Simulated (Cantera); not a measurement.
An isothermal, constant-pressure homogeneous reactor starts with CH₄ : N₂ = 1 : 11 (molar parts), at 1900 K and 100.0 Torr. Integrator tolerance rtol = 1e-08.

Model: GRI-Mech 3.0 (53 species, 325 reactions), integrated in Cantera. GRI-Mech 3.0 stops at C3 and has no aromatics, soot or wall deposition, so with more carbon than oxygen in the feed, carbon stays in small species such as C2H2 where larger ones or solid carbon would form.

**Question.** What does this change do: temperature 1900 to 1423 K?

**Answer.** 
```csv
quantity,before,after
x(CH₄) at 100 s,2.48e-5 (gas-phase equilibrium 1.45e-5),0.00843 (gas-phase equilibrium 0.00121)
x(CH₃) at 100 s,3.20e-6 (gas-phase equilibrium 1.87e-6),8.00e-6 (gas-phase equilibrium 1.31e-6)
x(CH₂) at 100 s,2.50e-8 (gas-phase equilibrium 1.47e-8),2.81e-10 (gas-phase equilibrium 5.33e-11)
x(C₂H) at 100 s,3.20e-6 (gas-phase equilibrium 8.08e-7),1.84e-9 (gas-phase equilibrium 8.35e-10)
x(C₂H₄) at 100 s,7.02e-6 (gas-phase equilibrium 1.77e-6),0.000307 (gas-phase equilibrium 0.000130)
x(HCN) at 100 s,0.000847 (gas-phase equilibrium 0.0577),1.46e-8 (gas-phase equilibrium 0.0485)
x(H₂) at 100 s,0.115 (gas-phase equilibrium 0.115),0.103 (gas-phase equilibrium 0.114)
```

**Question.** What does this change do: pressure from 100.0 Torr to 0.0825 Torr?

**Answer.** 
| quantity | before | after |
|---|---|---|
| x(CH₄) at 100 s | 2.48e-5 (gas-phase equilibrium 1.45e-5) | 8.48e-5 (gas-phase equilibrium 9.93e-9) |
| x(CH₃) at 100 s | 3.20e-6 (gas-phase equilibrium 1.87e-6) | 3.00e-5 (gas-phase equilibrium 4.73e-8) |
| x(CH₂) at 100 s | 2.50e-8 (gas-phase equilibrium 1.47e-8) | 6.37e-7 (gas-phase equilibrium 1.37e-8) |
| x(C₂H) at 100 s | 3.20e-6 (gas-phase equilibrium 8.08e-7) | 8.86e-6 (gas-phase equilibrium 2.94e-5) |
| x(C₂H₄) at 100 s | 7.02e-6 (gas-phase equilibrium 1.77e-6) | 1.64e-7 (gas-phase equilibrium 1.27e-9) |
| x(HCN) at 100 s | 0.000847 (gas-phase equilibrium 0.0577) | 9.79e-5 (gas-phase equilibrium 0.0569) |
| x(H₂) at 100 s | 0.115 (gas-phase equilibrium 0.115) | 0.114 (gas-phase equilibrium 0.102) |
Radical loss at walls, strong at low pressure, is not modelled.

**Question.** What does this change do: pressure from 100.0 Torr to 10.00 Torr?

**Answer.** 
```csv
quantity,before,after
x(CH₄) at 100 s,2.48e-5 (gas-phase equilibrium 1.45e-5),7.28e-7 (gas-phase equilibrium 1.44e-6)
x(CH₃) at 100 s,3.20e-6 (gas-phase equilibrium 1.87e-6),2.98e-7 (gas-phase equilibrium 5.88e-7)
x(CH₂) at 100 s,2.50e-8 (gas-phase equilibrium 1.47e-8),7.40e-9 (gas-phase equilibrium 1.46e-8)
x(C₂H) at 100 s,3.20e-6 (gas-phase equilibrium 8.08e-7),1.02e-5 (gas-phase equilibrium 2.56e-6)
x(C₂H₄) at 100 s,7.02e-6 (gas-phase equilibrium 1.77e-6),7.03e-7 (gas-phase equilibrium 1.76e-7)
x(HCN) at 100 s,0.000847 (gas-phase equilibrium 0.0577),0.000184 (gas-phase equilibrium 0.0577)
x(H₂) at 100 s,0.115 (gas-phase equilibrium 0.115),0.114 (gas-phase equilibrium 0.114)
```
Radical loss at walls, strong at low pressure, is not modelled.
